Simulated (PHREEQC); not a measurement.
Dissolve 0.29 mol CdCl2, 0.15 mol CaCl2, 3.7e-05 mol NaH2PO4 and 0.00018 mol Na2SO4 per kg of water at 25 °C. Closed to the air; pH follows from the charge balance.

All values are PHREEQC results (ion-association model, wateq4f.dat), not measurements.

Precipitation was switched off in this run.

Question: Order these Cl species by the share of Cl that they hold, largest first: CdCl2, Cl-, CdCl3-, CdCl+.

Answer: Cl- (50 %), CdCl2 (24 %), CdCl+ (16 %), CdCl3- (9.8 %)

Question: Order these S species by the share of S that they hold, largest first: SO4-2, CdSO4, CaSO4.

Answer: CaSO4 (51 %), SO4-2 (42 %), CdSO4 (7.8 %)

The pH is 5.19 and the ionic strength 0.632 mol/kgw. H3PO4, which wateq4f.dat lacks, is added to it with the constant of phreeqc.dat. The database has no phosphate complexes of Cd.
